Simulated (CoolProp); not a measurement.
Vapour-liquid equilibrium of hydrogen sulfide (1) + n-butane (2) at 305.3 K; x and y are mole fractions of (1).

Model: multi-fluid Helmholtz-energy mixture model, Lemmon 2006 and Bücker 2006; pair parameters Kunz 2012, in CoolProp.

```csv
x,bubble pressure (kPa),y at the bubble point,dew pressure at overall composition x (kPa),liquid density (mol/L)
0.05,___,0.362,___,9.907
0.2,927.5,0.693,378.1,10.67
0.35,1294,0.797,463.8,11.74
0.5,1592,0.854,___,13.18
0.65,1847,0.894,___,15.11
0.8,2079,___,___,17.66
0.95,___,___,2177,20.95
```

Fill in the missing entries.


- 0.05, bubble pressure (kPa): 472.5
- 0.05, dew pressure at overall composition x (kPa): 318.2
- 0.5, dew pressure at overall composition x (kPa): 596.4
- 0.65, dew pressure at overall composition x (kPa): 827.9
- 0.8, y at the bubble point: 0.932
- 0.8, dew pressure at overall composition x (kPa): 1307
- 0.95, bubble pressure (kPa): 2312
- 0.95, y at the bubble point: 0.979

No azeotrope shows between x = 0.05 and 0.95.

Pair parameters are fitted to limited data, so mixtures are less certain than the pure fluids.
